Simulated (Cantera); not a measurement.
A closed system holds: 1 mol MgCO3, 0.49 mol H2, 0.12 mol H2O, equilibrated at 800 K and 0.133 bar.

Equilibrium computed with Cantera from the NASA thermochemical tables; the gas is ideal and each condensed phase is pure. Candidate condensed phases: C, C6H6, C7H8, C8H18, H2O, Mg, MgCO3, MgO, Mg(OH)2; 116 gas species. The numbers say what is thermodynamically allowed, not how fast it happens.

Base state: CO2 0.507, H2O 0.193, H2 0.183, CO 0.114, CH4 0.00204 (mole fractions); condensed: MgO(s).

Q: What changes in the equilibrium state with this change: H2O from 0.12 to 0.92 mol?

A: 
```tsv
species	before	after
H2O	0.193	0.418
CO2	0.507	0.379
H2	0.183	0.167
CO	0.114	0.0358
CH4	0.00204	0.000222
MgO(s), mol	1.00	1.00
```

Q: What changes in the equilibrium state with this change: MgCO3 replaced by CaCO3?

A: 
| species | before | after |
|---|---|---|
| H2 | 0.183 | 0.788 |
| H2O | 0.193 | 0.204 |
| CH4 | 0.00204 | 0.00286 |
| CO2 | 0.507 | 0.00233 |
| CO | 0.114 | 0.00213 |
| MgO(s), mol | 1.00 | 0 |
| CaCO3(calcite), mol | 0 | 0.996 |
| CaO(s), mol | 0 | 0.00448 |
Further candidate phases: Ca, CaCO3, CaO, Ca(OH)2.

Q: What changes in the equilibrium state with this change: 0.18 mol H2S added?

A: 
```json
[
 {"species": "CO2", "before": "0.507", "after": "0.454"},
 {"species": "H2O", "before": "0.193", "after": "0.175"},
 {"species": "H2", "before": "0.183", "after": "0.166"},
 {"species": "H2S", "before": "0", "after": "0.0989"},
 {"species": "CO", "before": "0.114", "after": "0.102"},
 {"species": "COS", "before": "0", "after": "0.00200"},
 {"species": "CH4", "before": "0.00204", "after": "0.00150"},
 {"species": "MgO(s), mol", "before": "1.00", "after": "1.00"}
]
```
Further candidate phases: H2SO4, MgS, MgSO4, S.
